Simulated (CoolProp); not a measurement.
Octamethyltrisiloxane (MDM) along the isobar 5.24 MPa: fugacity coefficient from the reference equation and from simpler models built on Tc = 292.2 °C, pc = 1.438 MPa, ω = 0.528; each cubic takes its own stable root.

The numbers come from the reference Helmholtz-energy equation of state, Thol 2017 in CoolProp.

```
T (°C)   phase  reference  Soave-Redlich-Kwong  Peng-Robinson
------  ------  ---------  -------------------  -------------
-16.75  liquid   6.833e-6             9.180e-6       1.049e-5
8.35    liquid   5.556e-5             6.716e-5       7.224e-5
33.55   liquid  0.0002972            0.0003355      0.0003452
58.65   liquid   0.001146             0.001241       0.001236
83.85   liquid   0.003471             0.003669       0.003566
109.05  liquid   0.008662             0.009050       0.008642
134.15  liquid    0.01848              0.01925        0.01815
159.35  liquid    0.03497              0.03648        0.03409
184.45  liquid    0.05970              0.06258        0.05812
209.65  liquid    0.09404              0.09915        0.09174
```
